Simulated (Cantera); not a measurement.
Input (Python, Cantera) and output of one run.

```python
import numpy as np
import cantera as ct

gas_names = """
    C CH CH2 CH3 CH2OH CH3O CH4 CH3OH CN CO CO2 COOH C2 C2H CHCO,ketyl C2H2,acetylene C2H2,vinylidene
    CH2CO,ketene C2H3,vinyl CH3CN CH3CO,acetyl C2H4 C2H4O,ethylen CH3CHO,ethanal CH3COOH (HCOOH)2 C2H5
    C2H6 CH3OCH3 C2H5OH CCN CNC C2N2 C2O C3 C3H3,propargyl C3H4,allene C3H4,propyne C3H4,cyclo-
    C3H5,allyl C3H6,propylene C3H6,cyclo- C3H6O C3H7,n-propyl C3H7,i-propyl C3H8 C3H8O,1propanol
    C3H8O,2propanol C3O2 C4 C4H2 C4H4,1,3-cyclo- C4H6,butadiene C4H6,2-butyne C4H6,cyclo- C4H8,1-butene
    C4H8,cis2-buten C4H8,tr2-butene C4H8,isobutene C4H8,cyclo- (CH3COOH)2 C4H9,n-butyl C4H9,i-butyl
    C4H9,s-butyl C4H9,t-butyl C4H10,isobutane C4H10,n-butane C4N2 C5 C5H6,1,3cyclo- C5H8,cyclo-
    C5H10,1-pentene C5H10,cyclo- C5H11,pentyl C5H11,t-pentyl C5H12,n-pentane C5H12,i-pentane
    CH3C(CH3)2CH3 C6H2 C6H5,phenyl C6H5O,phenoxy C6H6 C6H5OH,phenol C6H10,cyclo- C6H12,1-hexene
    C6H12,cyclo- C6H13,n-hexyl C7H7,benzyl C7H8 C7H8O,cresol C7H14,1-heptene C7H15,n-heptyl
    C7H16,n-heptane C8H8,styrene C8H10,ethylbenz C8H16,1-octene C8H17,n-octyl C8H18,isooctane
    C8H18,n-octane C9H19,n-nonyl C10H8,naphthale C10H21,n-decyl C12H9,o-bipheny C12H10,bipheny H HCN HCO
    HCCN HNC HNCO HNO HNO2 HNO3 HO2 H2 HCHO,formaldehy HCOOH H2O H2O2 N NCO NH NH2 NH3 NH2OH NO NO2 NO3
    N2 N2H2 N2H4 N2O O OH O2 O3 Si SiC SiC2 SiC4H12 SiH SiH2 SiH3 SiH4 SiN SiO SiO2 Si2 Si2C Si2N Si3
""".split()
cond_names = """
    C(gr) C6H6(L) C7H8(L) C8H18(L),n-octa H2O(s) H2O(L) Si(cr) Si(L) SiC(b) SiO2(Lqz) SiO2(hqz) SiO2(L)
    Si2N2O(s) Si3N4(a)
""".split()


def load(file, names, dense=False):
    # The tables refer to 1 bar. Condensed volumes are neglected.
    table = {s.name: s for s in ct.Species.list_from_file(file)}
    out = []
    for n in names:
        d = dict(table[n].input_data)
        d["thermo"] = dict(d["thermo"], **{"reference-pressure": 1e5})
        if dense:
            d["equation-of-state"] = {"model": "constant-volume", "density": "1e6 g/cm^3"}
        out.append(ct.Species.from_dict(d))
    return out


gas = ct.Solution(thermo="ideal-gas", species=load("nasa_gas.yaml", gas_names))
cond = {s.name: ct.Solution(thermo="fixed-stoichiometry", species=[s], name=s.name)
        for s in load("nasa_condensed.yaml", cond_names, dense=True)}
atoms = {
    'HMDSO': {'Si': 2, 'C': 6, 'H': 18, 'O': 1},
    'NO': {'N': 1, 'O': 1},
    'H2': {'H': 2},
}
top_T = {'C(gr)': 4500, 'SiC(b)': 3050, 'Si2N2O(s)': 2100, 'Si3N4(a)': 2400}  # K; cautious upper limits of use, not melting points


def equilibrate(T, P, feed):
    n = {}
    for name, mol in feed.items():
        for a, k in atoms[name].items():
            n[a] = n.get(a, 0.0) + k * mol
    gas.TPX = T, P, n
    mass = sum(n.values()) * gas.mean_molecular_weight
    gas.equilibrate("TP")
    valid = [c for c in cond.values() if c.min_temp <= T <= top_T.get(c.name, c.max_temp)]
    mix = ct.Mixture([(gas, mass / gas.mean_molecular_weight)] + [(c, 0.0) for c in valid])
    mix.T, mix.P = T, P
    mix.equilibrate("TP", solver="vcs", rtol=1e-11, max_steps=5000)
    return mix


results = []
feed = {'HMDSO': 1, 'NO': 26, 'H2': 0.19}  # mol
T = 1225  # K
P = 13332.2  # Pa
mix = equilibrate(T, P, feed)
results.append((T, P, feed, dict(zip(mix.species_names, mix.species_moles))))
x = sorted(zip(gas.X, gas.species_names), reverse=True)
print(f"T = {T:g} K  P = {P:g} Pa  gas = {mix.phase_moles(0):.4g} mol")
print("   x: " + "  ".join(f"{s} {v:.3e}" for v, s in x if v > 1e-05))
print("   condensed (mol): " + ("  ".join(f"{mix.phase(i).name} {mix.phase_moles(i):.4g}"
      for i in range(1, mix.n_phases) if mix.phase_moles(i) > 1e-12) or "none"))
```

Result:

```
T = 1225 K  P = 13332.2 Pa  gas = 29.1 mol
   x: N2 4.468e-01  H2O 3.159e-01  CO2 2.062e-01  O2 3.107e-02  NO 6.829e-05
   condensed (mol): SiO2(hqz) 2
```

Cantera equilibrium calculation (NASA polynomials, part measured and part estimated; ideal gas, pure solids and liquids). The feed counts by its element totals alone. The tables hold silica as quartz up to 1696 K and as liquid above; real silica turns to tridymite and cristobalite and melts near 1996 K. Gases not in the tables: Si(OH)4.
